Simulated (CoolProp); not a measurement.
Values from CoolProp's reference Helmholtz-energy equation of state, de Reuck 1993.

Task: For methanol, give the phase and the density (kg/m³), isothermal compressibility (1/MPa), expansivity (1/kK), conductivity (mW/(m K)) at 292.55 °C and 16.4 MPa.

Result: 
- 292.55 °C and 16.4 MPa: supercritical; density 289, isothermal compressibility 0.111, expansivity 17.7, conductivity 137

Thermal conductivity comes from a separate model (Sykioti 2013).
